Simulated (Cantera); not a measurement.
Input: 1 mol MgO, 0.29 mol SO₃, 0.56 mol H₂O, 1.2 mol O₂, held at 1548.15 K and 0.220 bar.

Cantera equilibrium calculation (NASA polynomials, part measured and part estimated; ideal gas, pure solids and liquids). Candidate condensed phases: H₂O, H₂SO₄, Mg, MgO, Mg(OH)₂, MgS, MgSO₄, S; 26 gas species. Rates play no part.

Base state: O₂ 0.612, H₂O 0.255, SO₂ 0.131, SO₃ 0.00141, OH 0.000358, O 1.28e-5 (mole fractions); condensed: MgO(s).

Problem. What changes in the equilibrium state with this change: temperature from 1548.15 K to 600 K?

Solution. 
```json
[
 {"species": "O₂", "before": "0.612", "after": "0.682"},
 {"species": "H₂O", "before": "0.255", "after": "0.318"},
 {"species": "SO₂", "before": "0.131", "after": "<1e-9"},
 {"species": "SO₃", "before": "0.00141", "after": "<1e-9"},
 {"species": "OH", "before": "0.000358", "after": "<1e-9"},
 {"species": "O", "before": "1.28e-5", "after": "<1e-9"},
 {"species": "MgO(s), mol", "before": "1.00", "after": "0.710"},
 {"species": "MgSO₄(s), mol", "before": "0", "after": "0.290"}
]
```
